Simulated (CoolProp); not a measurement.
The fluid at 298.15 K and 0.887 MPa flows at 1.8 m/s in a round tube of 12.7 mm bore and 15 µm roughness, fully developed (64/Re and Nu = 3.66 if laminar; Colebrook and Gnielinski if turbulent). The same conditions are run with several fluids, on thermodynamics alone (safety and materials aside).

Model: reference Helmholtz-energy equation of state of each fluid (R143a: Lemmon and Jacobsen 2000; dry air: Lemmon 2000; ethane: Bücker 2006; CH2F2 (R32): Tillner-Roth 1997; CF4 (R14): Platzer 1990), in CoolProp. The equations of Platzer and Polt are older, rougher fits. Blends and air are pseudo-pure fits.

Task: Rank R143a, dry air, ethane, CH2F2 (R32), CF4 (R14) by Reynolds number, highest first.

Result: R143a (72700), CF4 (R14) (42100), CH2F2 (R32) (35900), ethane (27600), dry air (12800)

```tsv
fluid	Darcy friction factor	pressure drop (Pa/m)	heat-transfer coefficient (W/(m² K))	mass flow (kg/h)
R143a	0.0235	108	234	29.6
dry air	0.0309	41.0	80.8	8.53
ethane	0.0267	39.4	138	9.49
CH2F2 (R32)	0.0257	69.0	129	17.3
CF4 (R14)	0.0251	104	144	26.7
```

Transport values come from each fluid's own correlations; those of R143a, CH2F2 (R32), CF4 (R14) are estimates that may be off by 10 % or more.
